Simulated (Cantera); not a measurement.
A perfectly stirred reactor is fed with 0.116 % CO, 2.81 % O2, 0.0931 % H2O, 97.0 % N2, equivalence ratio 0.021, at 5.00 bar; it is held at 1450 K, and followed from long to short residence time.

Detailed kinetics in Cantera: GRI-Mech 3.0 (53 species, 325 reactions).

### Question
Predict: x(CO) at τ = 0.410 s; x(O2) at τ = 0.410 s; x(H2O) at τ = 0.410 s; x(NO) at τ = 0.410 s; x(NO2) at τ = 0.410 s; x(CO) at τ = 14.0 ms; x(O2) at τ = 14.0 ms; x(H2O) at τ = 14.0 ms; x(NO) at τ = 14.0 ms; x(NO2) at τ = 14.0 ms.

### Answer
- x(CO) at τ = 0.410 s: 2.59e-5
- x(O2) at τ = 0.410 s: 0.0276
- x(H2O) at τ = 0.410 s: 0.000928
- x(NO) at τ = 0.410 s: 7.24e-7
- x(NO2) at τ = 0.410 s: 2.03e-8
- x(CO) at τ = 14.0 ms: 0.000265
- x(O2) at τ = 14.0 ms: 0.0277
- x(H2O) at τ = 14.0 ms: 0.000922
- x(NO) at τ = 14.0 ms: 4.45e-7
- x(NO2) at τ = 14.0 ms: 1.71e-8
